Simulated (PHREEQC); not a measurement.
**Copper plating or etch bath**

Consider water at 25 °C with 0.046 mol CuCl2, 0.023 mol HCl and 0.088 mol Na2SO4 per kg of water. Closed to the air; pH follows from the charge balance.

The numbers come from PHREEQC with the ion-association model, wateq4f.dat.

Each row changes one thing in this solution. This is a speciation only: nothing precipitates in the calculation.

```csv
case,pH,ionic strength (mol/kgw),Na+ (mol/kgw),SO4-2 (mol/kgw),HSO4- (mol/kgw),NaSO4- (mol/kgw),SI of Mirabilite (Na2SO4:10H2O),SI of Halite (NaCl)
as made,2.11,0.305,0.166,0.0478,0.0130,0.00996,-2.68,-3.62
Na2SO4 from 0.088 to 0.0792 mol/kgw,2.08,0.287,0.150,0.0422,0.0124,0.00815,-2.81,-3.66
CuCl2 left out,2.18,0.231,0.163,0.0598,0.0147,0.0135,-2.53,-4.30
HCl from 0.023 to 0.0046 mol/kgw,2.84,0.298,0.165,0.0547,0.00276,0.0114,-2.62,-3.70
CuCl2 from 0.046 to 0.23 mol/kgw,2.00,0.709,0.170,0.0355,0.00962,0.00567,-2.99,-3.07
diluted 5-fold with water,2.60,0.0683,0.0343,0.0123,0.00159,0.000883,-4.30,-4.88
HCl from 0.023 to 0.0253 mol/kgw,2.06,0.306,0.166,0.0470,0.0142,0.00979,-2.69,-3.61
Na2SO4 from 0.088 to 0.132 mol/kgw,2.21,0.400,0.243,0.0758,0.0150,0.0210,-2.22,-3.47
HCl replaced by CdCl2 at the same molality,4.74,0.321,0.165,0.0522,3.24e-5,0.0106,-2.66,-3.60
```

The ionic strength passes 0.7 mol/kgw, the rough limit of the ion-association models, in CuCl2 from 0.046 to 0.23 mol/kgw. Some of these states are supersaturated (in Atacamite, Antlerite, for instance).
